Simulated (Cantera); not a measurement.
Mixture: C₃H₈ : O₂ : N₂ = 1 : 5 : 19.5 (molar parts), equivalence ratio 1.0, at 1.00 bar, adiabatic and at constant pressure. Ignition delay is the time to a rise of 400 K.

Computed with Cantera and GRI-Mech 3.0 (53 species, 325 reactions). GRI-Mech 3.0 was tuned for natural gas; its chemistry of propane as a main component is partial and can be far from experiment.

At T0 = 1350 K, what is the delay, and which 6 reactions control it most (d ln τ / d ln k, from doubling and halving each rate constant)?

The delay is 0.465 ms.
```csv
reaction,d ln τ / d ln k,faster rate
C2H5 + CH3 (+M) <=> C3H8 (+M),-0.57,shortens it
H + O2 <=> O + OH,-0.30,shortens it
C3H8 + H <=> C3H7 + H2,0.29,lengthens it
CH3 + HO2 <=> CH3O + OH,-0.28,shortens it
2 CH3 (+M) <=> C2H6 (+M),0.26,lengthens it
C3H8 + OH <=> C3H7 + H2O,0.22,lengthens it
```
